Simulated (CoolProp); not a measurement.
Vapour-liquid equilibrium of carbon dioxide (1) + CHF3 (R23) (2) at 0.564 MPa; x and y are mole fractions of (1).

Values from CoolProp's multi-fluid Helmholtz-energy mixture model, Span 1996 and Penoncello 2003; pair parameters Bell 2016.

```tsv
x	bubble temperature (°C)	y at the bubble point	dew temperature at overall composition x (°C)	liquid density (mol/L)
0.05	-46.7	0.075	-46.4	18.84
0.15	-48.1	0.212	-47.5	19.48
0.25	-49.4	0.334	-48.6	20.15
0.35	-50.6	0.442	-49.6	20.85
0.45	-51.6	0.539	-50.7	21.60
0.55	-52.4	0.627	-51.7	22.38
0.65	-53.1	0.710	-52.6	23.22
0.75	-53.7	0.790	-53.4	24.11
0.85	-54.1	0.870	-54.0	25.06
0.95	-54.5	0.955	-54.5	26.08
```

No azeotrope shows between x = 0.05 and 0.95.

The pair parameters rest on a limited set of measurements; away from them the model extrapolates.
